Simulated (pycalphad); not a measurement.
Computed with pycalphad from the COST 507 light-alloy database (1999), at 1 atm. These are 1990s assessments: newer ones move some temperatures and phases. Diffusion is slow at the low end, where real alloys seldom reach equilibrium.

How does the equilibrium phase assembly of Si-69.19Y (wt.%) change on cooling from 2450 K to 500 K?


```
T (K)    phases above   phases below
------  -------------  -------------
2065.3         liquid   liquid + SIY
1915.3   liquid + SIY  SI5Y3_H + SIY
723.0   SI5Y3_H + SIY  SI5Y3_R + SIY
```
Changes were sought between steps of 75 K, so a narrower field can be missed.

Database names, with the compositions (at.%) that they take in these runs: SIY: Si 50 Y 50; SI5Y3_H: Si 62 Y 38; SI5Y3_R: Si 62 Y 38.
